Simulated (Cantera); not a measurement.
## Equilibrium for metals in furnace atmospheres: Fe + CO₂ + CO

Input: 1 mol Fe, 25 mol CO₂, 4.9 mol CO, held at 165 Torr.

Method: chemical equilibrium by Gibbs-energy minimisation in Cantera with the NASA 1993 tables (ideal gas, pure condensed phases). Candidate condensed phases: C, Fe, Fe(CO)₅, FeO, Fe₂O₃, Fe₃O₄; 15 gas species. The tables' stoichiometric FeO is somewhat more stable than real wüstite, so its field is too wide. FeO: taken at fixed stoichiometry. Kinetics and transport are ignored.

From 725 °C to 1325 °C the condensed part is FeO(s). From 1475 °C to 1775 °C the condensed part is FeO(l).

```tsv
T (°C)	x CO₂	x CO	x O₂	x Fe	x O	n FeO(s)	n FeO(l)
725	0.803	0.197	<1e-12	<1e-12	<1e-12	1.00	0
875	0.803	0.197	<1e-12	1.89e-12	<1e-12	1.00	0
1025	0.803	0.197	1.62e-12	2.15e-10	<1e-12	1.00	0
1175	0.803	0.197	3.58e-10	8.91e-9	7.87e-11	1.00	0
1325	0.803	0.197	2.84e-8	1.80e-7	5.08e-9	1.000	0
1475	0.803	0.197	1.05e-6	1.93e-6	1.60e-7	0	1.000
1625	0.803	0.197	2.18e-5	1.34e-5	2.92e-6	0	0.999
1775	0.802	0.198	0.000286	6.87e-5	3.46e-5	0	0.997
```
x: gas mole fraction; n: condensed amount in mol.
